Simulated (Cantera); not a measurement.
Cantera with NASA thermochemical tables; ideal gases at 1 bar, condensed phases pure. Values are per mole of reaction as written; species without (g) are pure solids or liquids, kept so even where they would boil at 1 bar.

**Question.** Between 450 and 1450 K, where is each reaction favourable under standard conditions?
- 2 O3(g) + 3 Ta = 3 TaO2(g)

**Answer.** 
- 2 O3(g) + 3 Ta = 3 TaO2(g): ΔG° is -993 kJ at 450 K and -1204 kJ at 1450 K; it stays negative (K > 1). ΔH° is -917 kJ and ΔS° 198 J/K at 1450 K.
